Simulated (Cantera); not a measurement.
Input: 1 mol MgO, 0.05 mol Cl₂, 0.012 mol O₂, held at 1525 K and 0.0133 bar.

These are equilibrium values from Cantera (NASA tables, ideal gas, pure condensed phases), not measurements of a reactor. Candidate condensed phases: Mg, MgCl₂, MgO; 11 gas species. Equilibrium is a limit: real reactors are often held back by kinetics, nucleation or transport.

Base state: MgCl₂ 0.375, O₂ 0.326, Cl 0.194, Cl₂ 0.105, ClO 0.000304, O 2.80e-5 (mole fractions); condensed: MgO(s).

### Question
What changes in the equilibrium state with this change: temperature from 1525 K to 1400 K?

### Answer
```json
[
 {"species": "Cl₂", "before": "0.105", "after": "0.298"},
 {"species": "O₂", "before": "0.326", "after": "0.292"},
 {"species": "MgCl₂", "before": "0.375", "after": "0.275"},
 {"species": "Cl", "before": "0.194", "after": "0.134"},
 {"species": "O", "before": "2.80e-5", "after": "4.43e-6"},
 {"species": "ClO", "before": "0.000304", "after": "0.000236"},
 {"species": "MgO(s), mol", "before": "0.968", "after": "0.979"}
]
```
